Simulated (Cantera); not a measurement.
A perfectly stirred reactor is fed with CH4 : H2 = 1 : 18 (molar parts), at 248 Torr; it is held at 1600 K, and followed from long to short residence time.

Detailed kinetics in Cantera: GRI-Mech 3.0 (53 species, 325 reactions). GRI-Mech 3.0 stops at C3 and has no aromatics, soot or wall deposition, so with more carbon than oxygen in the feed, carbon stays in small species such as C2H2 where larger ones or solid carbon would form.

x: mole fraction; the columns are a selection and need not sum to one.

| τ (s) | x CH4 | x H2 | x C2H2 | x CH2 | x C2H6 | x CH3 |
|---|---|---|---|---|---|---|
| 1.0 | 0.0339 | 0.957 | 0.00853 | 5.23e-9 | [?] | 6.28e-5 |
| 0.34 | 0.0425 | 0.953 | 0.00456 | 6.29e-9 | [?] | 7.72e-5 |
| 0.12 | 0.0481 | 0.950 | 0.00199 | 6.90e-9 | 5.39e-6 | 8.62e-5 |
| 0.040 | 0.0509 | 0.948 | 0.000677 | 7.06e-9 | 5.85e-6 | 8.98e-5 |
| 0.014 | 0.0520 | 0.948 | 0.000195 | 6.74e-9 | 5.72e-6 | 8.86e-5 |
| 0.0047 | 0.0524 | 0.947 | 3.49e-5 | 5.60e-9 | [?] | 8.10e-5 |
| 0.0016 | 0.0525 | 0.947 | 2.64e-6 | 3.25e-9 | [?] | 6.16e-5 |
| 0.00055 | 0.0526 | 0.947 | 4.90e-8 | 9.06e-10 | [?] | 3.24e-5 |

Question: Complete the blanks.

Answer: 
- 1.0, x C2H6: 2.98e-6
- 0.34, x C2H6: 4.37e-6
- 0.0047, x C2H6: 4.83e-6
- 0.0016, x C2H6: 2.82e-6
- 0.00055, x C2H6: 7.00e-7
